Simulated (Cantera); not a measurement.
Feed: 1 mol Si₂H₆, 0.56 mol N₂O, 9 mol N₂, equilibrated at 0.000840 bar.

These are equilibrium values from Cantera (NASA tables, ideal gas, pure condensed phases), not measurements of a reactor. Candidate condensed phases: H₂O, Si, SiO₂, Si₂N₂O, Si₃N₄; 35 gas species. The feed counts by its element totals alone. Mutual solubility and eutectic melting of coexisting phases are not modelled. Gases not in the tables: Si₂H₆ and higher silanes. Kinetics and transport are ignored.

**Question.** Which condensed phases are stable at each of these points (T (°C)): 352, 452, 552, 652, 752, 852, 952, 1052, 1152, 1252, 1352, 1452, 1552, 1652?

**Answer.** 
| T (°C) | condensed phases | Si condensed (%) |
|---|---|---|
| 352 | Si₂N₂O(s) + Si₃N₄(s) | 100.0 |
| 452 | Si₂N₂O(s) + Si₃N₄(s) | 100.0 |
| 552 | Si₂N₂O(s) + Si₃N₄(s) | 100.0 |
| 652 | Si₂N₂O(s) + Si₃N₄(s) | 100.0 |
| 752 | Si₂N₂O(s) + Si₃N₄(s) | 100.0 |
| 852 | Si₂N₂O(s) + Si₃N₄(s) | 100.0 |
| 952 | Si₂N₂O(s) + Si₃N₄(s) | 100.0 |
| 1052 | Si₂N₂O(s) + Si₃N₄(s) | 100.0 |
| 1152 | Si₂N₂O(s) + Si₃N₄(s) | 100.0 |
| 1252 | Si₂N₂O(s) + Si₃N₄(s) | 99.5 |
| 1352 | Si₂N₂O(s) + Si₃N₄(s) | 90.9 |
| 1452 | Si(l) | 71.1 |
| 1552 | Si(l) | 68.1 |
| 1652 | Si(l) | 57.1 |

From 352 °C to 1352 °C the condensed part is Si₂N₂O(s) + Si₃N₄(s). From 1452 °C to 1652 °C the condensed part is Si(l).
